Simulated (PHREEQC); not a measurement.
## Acid mine or pickling water

A made-up water analysis in mmol/kgw, 5.3 °C, pH 3.96, pe 8.1:

| constituent | mmol/kgw |
|---|---|
| Na | 3.73 |
| K | 0.00209 |
| Ca | 1.64 |
| Mg | 3.21 |
| Cl | 1.57 |
| S(6) | 6.28 |
| F | 0.00958 |
| N(5) | 0.00567 |
| Cu(2) | 0.115 |
| Mn(2) | 0.00141 |

Valence states are taken as typed.

All values are PHREEQC results (ion-association model, wateq4f.dat), not measurements.

Each row changes one thing in this solution. Precipitation was switched off in this run.

```
case                                                ionic strength (mol/kgw)  SO4-2 (mol/kgw)  Mg+2 (mol/kgw)  MgSO4 (mol/kgw)  CaSO4 (mol/kgw)  NaSO4- (mol/kgw)  SI of Gypsum (CaSO4:2H2O)  SI of Fluorite (CaF2)
--------------------------------------------------  ------------------------  ---------------  --------------  ---------------  ---------------  ----------------  -------------------------  ---------------------
as made                                                               0.0209          0.00517         0.00258         0.000633         0.000371           4.87e-5                      -1.04                  -2.56
temperature from 5.3 to 90 °C at the same typed pH                    0.0159          0.00383         0.00148          0.00173              ___           5.62e-5                      -1.04                  -3.61
Cl from 1.57 to 3.14 mmol/kgw                                         0.0218          0.00519         0.00258         0.000625         0.000367               ___                      -1.05                  -2.56
```

Q: Some entries are withheld; supply them.

A: 
- temperature from 5.3 to 90 °C at the same typed pH, CaSO4 (mol/kgw): 0.000478
- Cl from 1.57 to 3.14 mmol/kgw, NaSO4- (mol/kgw): 4.84e-5

Complexes and solids missing from the database can't appear. Away from 25 °C the constants follow the database's enthalpies or fits; those with neither stay at their 25 °C values.
